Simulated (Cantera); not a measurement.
A Cantera script and its output.

```python
import numpy as np
import cantera as ct

gas = ct.Solution("gri30.yaml", transport_model="mixture-averaged")
show = ['CH3', 'CH4', 'C2H2']

rows = []
print(f"{'T/K':>7s}{'rho':>11s}{'cp':>10s}{'mu':>11s}{'lambda':>11s}{'Pr':>7s}" + "".join(f"{'D_' + s:>11s}" for s in show))
for T in [400, 600, 800, 1000, 1200, 1400, 1600, 1800, 2000]:
    gas.TPX = T, 2500, {'NO': 0.32}
    Pr = gas.cp_mass * gas.viscosity / gas.thermal_conductivity
    D = [gas.mix_diff_coeffs_mole[gas.species_index(s)] for s in show]
    rows.append([gas.density, gas.cp_mass, gas.viscosity, gas.thermal_conductivity, Pr, *D])
    print(f"{T:7g}{gas.density:11.4e}{gas.cp_mass:10.1f}{gas.viscosity:11.4e}"
          f"{gas.thermal_conductivity:11.4e}{Pr:7.3f}" + "".join(f"{d:11.4e}" for d in D))
print("SI units: kg/m3, J/kg/K, Pa s, W/m/K, m2/s")
```

It prints:

```
    T/K        rho        cp         mu     lambda     Pr      D_CH3      D_CH4     D_C2H2
    400 2.2556e-02     998.6 2.3120e-05 3.2415e-02  0.712 1.5014e-03 1.4946e-03 1.1190e-03
    600 1.5037e-02    1040.9 3.0618e-05 4.5123e-02  0.706 3.0226e-03 3.0078e-03 2.2743e-03
    800 1.1278e-02    1092.2 3.7097e-05 5.7252e-02  0.708 4.9206e-03 4.8956e-03 3.7189e-03
   1000 9.0222e-03    1132.7 4.2948e-05 6.8643e-02  0.709 7.1564e-03 7.1194e-03 5.4216e-03
   1200 7.5185e-03    1159.2 4.8363e-05 7.9343e-02  0.707 9.7038e-03 9.6529e-03 7.3618e-03
   1400 6.4445e-03    1181.0 5.3449e-05 8.9432e-02  0.706 1.2543e-02 1.2477e-02 9.5241e-03
   1600 5.6389e-03    1198.6 5.8275e-05 9.8988e-02  0.706 1.5660e-02 1.5577e-02 1.1897e-02
   1800 5.0124e-03    1212.8 6.2887e-05 1.0808e-01  0.706 1.9040e-02 1.8939e-02 1.4471e-02
   2000 4.5111e-03    1224.0 6.7318e-05 1.1676e-01  0.706 2.2675e-02 2.2554e-02 1.7238e-02
SI units: kg/m3, J/kg/K, Pa s, W/m/K, m2/s
```

Detailed kinetics in Cantera: GRI-Mech 3.0 (53 species, 325 reactions). The composition is frozen, though it would react at the higher temperatures.
